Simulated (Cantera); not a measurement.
A diamond (100) surface in a fixed gas of H2 with x(CH4) = 0.012, x(H) = 0.0005, x(CH3) = 0.0015, at 1398 K; coverages are run to steady state.

Computed with Cantera and the Harris–Goodwin 1993 mechanism for the reconstructed diamond (100) surface.

θ: site fractions in the mechanism's names (c6HH fully hydrogenated, c6H* and c6*H radical sites, c6** diradical, c6HM methylated).

```tsv
P (Pa)	growth (µm/h)	θ c6HH	θ c6H*	θ c6*H	θ c6**	θ c6HM
830	[?]	0.467	0.0503	0.461	0.0201	5.26e-5
1200	[?]	0.468	0.0501	0.460	0.0199	7.64e-5
1800	[?]	0.469	0.0500	0.459	0.0197	0.000115
2700	[?]	0.469	0.0499	0.458	0.0194	0.000175
4100	[?]	0.469	0.0498	0.457	0.0190	0.000269
6000	[?]	0.469	0.0497	0.456	0.0186	0.000400
9000	[?]	0.468	0.0496	0.455	0.0182	0.000610
13000	[?]	0.468	0.0495	0.454	0.0178	0.000893
```

**Question.** Complete the blanks.

**Answer.** 
- 830, growth (µm/h): 0.0581
- 1200, growth (µm/h): 0.117
- 1800, growth (µm/h): 0.250
- 2700, growth (µm/h): 0.524
- 4100, growth (µm/h): 1.09
- 6000, growth (µm/h): 2.08
- 9000, growth (µm/h): 3.99
- 13000, growth (µm/h): 6.99
